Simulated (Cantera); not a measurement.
A freely propagating, adiabatic, planar premixed flame of CO : H2 : O2 : N2 = 1 : 0.051 : 0.577 : 2.17 (molar parts), unburnt at 323 K and 110000 Pa; mixture-averaged transport, grid criteria slope 0.08 and curve 0.16, no radiation.

Cantera simulation using GRI-Mech 3.0 (53 species, 325 reactions); the numbers are that mechanism's predictions, not measurements. Burning velocities carry a grid error of a few per cent, more on coarse grids.

What does this change do: inlet temperature 323 to 425 K?


```csv
quantity,before,after
laminar burning velocity,37.7 cm/s,58.9 cm/s
thermal thickness,0.745 mm,0.780 mm
peak x(O),0.0137,0.0155
```

What does this change do: O2 0.577 to 0.45 parts?


```json
[
 {"quantity": "laminar burning velocity", "before": "37.7 cm/s", "after": "37.8 cm/s"},
 {"quantity": "thermal thickness", "before": "0.745 mm", "after": "0.750 mm"},
 {"quantity": "peak x(O)", "before": "0.0137", "after": "0.0108"}
]
```
